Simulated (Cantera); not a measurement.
An isothermal, constant-pressure homogeneous reactor starts with 43.5 % NO, 56.5 % N₂, at 1698 K and 0.0118 atm.

Cantera simulation using GRI-Mech 3.0 (53 species, 325 reactions); the numbers are that mechanism's predictions, not measurements. Radical loss at walls, strong at low pressure, is not modelled.

x: mole fraction; the columns are a selection and need not sum to one.

```tsv
t (s)	x NO	x NO₂	x O	x N₂	x O₂	x N₂O
8.00e-5	0.435	6.04e-12	1.59e-8	0.565	<1e-12	1.59e-8
0.000463	0.435	1.98e-10	…	0.565	3.04e-11	…
0.00267	0.435	6.55e-9	5.28e-7	0.565	1.01e-9	5.31e-7
0.0155	0.435	2.02e-7	2.94e-6	0.565	3.40e-8	3.02e-6
0.0894	0.435	4.18e-6	1.45e-5	0.565	1.58e-6	1.57e-5
0.517	0.435	1.34e-5	3.39e-5	0.565	7.00e-5	5.23e-5
2.99	0.433	1.54e-5	3.84e-5	0.566	0.000667	6.47e-5
17.3	0.426	2.20e-5	4.63e-5	0.569	0.00420	6.15e-5
100	…	…	…	0.590	…	…
```

Problem. Some entries are withheld; supply them.

Solution. 
- 0.000463, x O: 9.20e-8
- 0.000463, x N₂O: 9.21e-8
- 100, x NO: 0.385
- 100, x NO₂: 4.28e-5
- 100, x O: 7.53e-5
- 100, x O₂: 0.0246
- 100, x N₂O: 4.70e-5
